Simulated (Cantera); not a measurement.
Feed: 1 mol SiH4, 0.015 mol Cl2, 3.3 mol H2, held at 1177 °C and 110 Pa.

Equilibrium computed with Cantera from the NASA thermochemical tables; the gas is ideal and each condensed phase is pure. Equilibrium is a limit: real reactors are often held back by kinetics, nucleation or transport.

```csv
species,before,after
H2,0.994,0.989
HCl,0.00546,0.00538
H,0.000284,0.00434
Si,2.80e-6,0.000597
SiH,3.67e-7,3.07e-5
SiCl,5.75e-7,1.76e-5
SiH2,7.65e-7,1.38e-5
Cl,1.27e-6,1.83e-5
SiCl2,9.24e-5,0.000105
"Si(s), mol",0.999,0
"Si(l), mol",0,0.996
```
Gas species are given as mole fractions.

Task: Name the change that produced these shifts.
A. SiH4 replaced by SiHCl3
B. Cl2 from 0.015 to 0.15 mol
C. temperature from 1177 °C to 1425 °C
D. Cl2 from 0.015 to 0.59 mol

Result: C, temperature from 1177 °C to 1425 °C. The tables' values for SiCl are old estimates; treat these amounts as uncertain. Gases not in the tables: Si2H6 and higher silanes
